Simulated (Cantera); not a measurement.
A perfectly stirred reactor is fed with H2 : O2 : N2 : H2O = 1 : 0.641 : 6.41 : 0.28 (molar parts), at 173 Torr; it is adiabatic with a 400 K inlet, and is followed from long to short residence time, starting on the burning branch (τ in s: 0.1, 0.05, 0.024, 0.012, 0.0056, 0.0027, 0.0013, 0.00064, 0.00031, 0.00015, 7.2e-05).

Cantera simulation using GRI-Mech 3.0 (53 species, 325 reactions); the numbers are that mechanism's predictions, not measurements.

### Question
Predict: blow-out, bracketed by the residence times tried; x(H2) at τ = 0.100 s; x(O2) at τ = 0.100 s; x(H2O) at τ = 0.100 s; x(H2O2) at τ = 0.100 s; x(H2) at τ = 2.70 ms; x(O2) at τ = 2.70 ms; x(H2O) at τ = 2.70 ms; x(H2O2) at τ = 2.70 ms.

### Answer
| Item | Result |
|---|---|
| blow-out, bracketed by the residence times tried | burning at 1.30 ms, out at 0.640 ms |
| x(H2) at τ = 0.100 s | 0.00177 |
| x(O2) at τ = 0.100 s | 0.0186 |
| x(H2O) at τ = 0.100 s | 0.161 |
| x(H2O2) at τ = 0.100 s | 5.10e-7 |
| x(H2) at τ = 2.70 ms | 0.0125 |
| x(O2) at τ = 2.70 ms | 0.0251 |
| x(H2O) at τ = 2.70 ms | 0.143 |
| x(H2O2) at τ = 2.70 ms | 9.09e-7 |
